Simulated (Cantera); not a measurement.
Input (Python, Cantera):

```python
import numpy as np
import cantera as ct

gas = ct.Solution("gri30.yaml")
gas.TPX = 1550, 890, {'C2H6': 1, 'N2': 13}
reactor = ct.IdealGasConstPressureReactor(gas, energy="off", clone=False)
net = ct.ReactorNet([reactor])
net.rtol, net.atol = 1e-08, 1e-18
show = ['C2H6', 'C2H2', 'C2H4', 'H2', 'CH4']
times = np.geomspace(3e-05, 10, 15)

steps = ct.SolutionArray(gas, extra=["t"])
rows = []
print(f"{'t/s':>10s}{'T/K':>9s}{'P/Pa':>11s}" + "".join(f"{s:>11s}" for s in show))
for t in times:
    while net.time < t:
        t_next = net.step()
        steps.append(gas.state, t=t_next)
    rows.append([np.interp(t, steps.t, y) for y in (steps.T, steps.P, *steps(*show).X.T)])
    print(f"{t:10.3e}{rows[-1][0]:9.1f}{rows[-1][1]:11.4g}" + "".join(f"{x:11.3e}" for x in rows[-1][2:]))
rate = np.gradient(steps.T, steps.t)
print("integrator steps:", len(steps.t))
if steps.T.max() > steps.T[0] + 200:
    print(f"time of steepest temperature rise: {steps.t[rate.argmax()]:.4e} s")
gas.TPX = 1550, 890, {'C2H6': 1, 'N2': 13}
gas.equilibrate("TP")
print(f"equilibrium (TP): T = {gas.T:.1f} K  " + "  ".join(f"{s} {gas[s].X[0]:.3e}" for s in show))
```

Result:

```
       t/s      T/K       P/Pa       C2H6       C2H2       C2H4         H2        CH4
 3.000e-05   1550.0        890  7.123e-02  2.759e-12  2.387e-07  1.645e-07  2.028e-06
 7.441e-05   1550.0        890  7.092e-02  1.057e-10  3.359e-06  2.479e-06  1.237e-05
 1.845e-04   1550.0        890  7.008e-02  6.753e-09  5.121e-05  4.652e-05  7.440e-05
 4.577e-04   1550.0        890  6.724e-02  1.103e-06  7.920e-04  7.717e-04  4.288e-04
 1.135e-03   1550.0        890  5.568e-02  1.175e-04  7.197e-03  6.798e-03  2.337e-03
 2.816e-03   1550.0        890  2.598e-02  3.018e-03  2.624e-02  2.764e-02  1.061e-02
 6.983e-03   1550.0        890  2.532e-03  1.945e-02  2.990e-02  5.788e-02  2.219e-02
 1.732e-02   1550.0        890  1.232e-04  3.653e-02  1.610e-02  7.776e-02  2.274e-02
 4.296e-02   1550.0        890  2.283e-05  4.549e-02  7.573e-03  8.758e-02  2.185e-02
 1.065e-01   1550.0        890  8.193e-06  5.055e-02  2.713e-03  9.325e-02  2.106e-02
 2.643e-01   1550.0        890  4.179e-06  5.298e-02  5.893e-04  9.641e-02  2.021e-02
 6.554e-01   1550.0        890  2.855e-06  5.395e-02  1.652e-04  9.855e-02  1.896e-02
 1.626e+00   1550.0        890  2.173e-06  5.501e-02  1.181e-04  1.018e-01  1.665e-02
 4.032e+00   1550.0        890  1.360e-06  5.687e-02  7.436e-05  1.075e-01  1.255e-02
 1.000e+01   1550.0        890  5.424e-07  5.928e-02  3.432e-05  1.150e-01  7.166e-03
integrator steps: 1214
equilibrium (TP): T = 1550.0 K  C2H6 3.319e-11  C2H2 2.590e-02  C2H4 5.002e-06  H2 1.249e-01  CH4 3.177e-05
```

Detailed kinetics in Cantera: GRI-Mech 3.0 (53 species, 325 reactions). GRI-Mech 3.0 stops at C3 and has no aromatics, soot or wall deposition, so with more carbon than oxygen in the feed, carbon stays in small species such as C2H2 where larger ones or solid carbon would form. Radical loss at walls, strong at low pressure, is not modelled.
